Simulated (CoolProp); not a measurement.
Properties of CH3F (R41) along the isotherm 325.8 K (Tc = 317.3 K, pc = 5906 kPa, ω = 0.200).

Model: reference Helmholtz-energy equation of state, Lemmon 2006, in CoolProp. It is a short technical equation, of lower accuracy than the large ones.

| p (kPa) | phase | density (kg/m³) | cv (kJ/(kg K)) | isothermal compressibility (1/MPa) | fugacity coefficient |
|---|---|---|---|---|---|
| 46.7 | gas | 0.5884 | 0.9060 | 21.47 | 0.9971 |
| 88.5 | gas | 1.118 | 0.9080 | 11.36 | 0.9946 |
| 168 | gas | 2.133 | 0.9117 | 6.015 | 0.9898 |
| 318 | gas | 4.075 | 0.9188 | 3.208 | 0.9807 |
| 603 | gas | 7.871 | 0.9325 | 1.724 | 0.9635 |
| 1140 | gas | 15.43 | 0.9598 | 0.9478 | 0.9316 |
| 2170 | gas | 31.78 | 1.018 | 0.5434 | 0.8719 |
| 4110 | gas | 73.17 | 1.158 | 0.3687 | 0.7637 |
| 7790 | supercritical | 423.8 | 1.365 | 0.1824 | 0.5566 |
| 14800 | supercritical | 571.1 | 1.226 | 0.01628 | 0.3472 |
